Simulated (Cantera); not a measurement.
**Catalytic combustion on Pt**

An isothermal plug-flow reactor at 750 K and 210 Torr (inlet), inlet velocity 4.1 m/s, active area per volume 130 1/m; feed 0.503 % H2, 9.15 % O2, 90.3 % N2, equivalence ratio 0.028.

Model: Deutschmann's 1995 Pt surface mechanism with GRI-Mech 3.0 gas chemistry, integrated in Cantera. Catalytic surfaces can have several steady states; this one follows from the mechanism file's or the stated starting coverage. Mass transfer to the wall is taken as infinitely fast.

| z (m) | x H2 | x O2 | x H2O | θ free Pt | θ O* | θ OH* |
|---|---|---|---|---|---|---|
| 0.00036 | 0.00484 | 0.0914 | 0.000195 | 0.103 | 0.896 | 0.00109 |
| 0.00077 | 0.00463 | 0.0913 | 0.000401 | 0.0995 | 0.899 | 0.00110 |
| 0.0017 | 0.00422 | 0.0911 | 0.000814 | 0.0921 | 0.907 | 0.00111 |
| 0.0036 | 0.00356 | 0.0908 | 0.00148 | 0.0806 | 0.918 | 0.00112 |
| 0.0077 | 0.00261 | 0.0904 | 0.00243 | 0.0652 | 0.934 | 0.00110 |
| 0.017 | 0.00151 | 0.0899 | 0.00353 | 0.0495 | 0.949 | 0.00105 |
| 0.036 | 0.000638 | 0.0895 | 0.00441 | 0.0392 | 0.960 | 0.000994 |
x: gas mole fraction; θ: surface coverage.
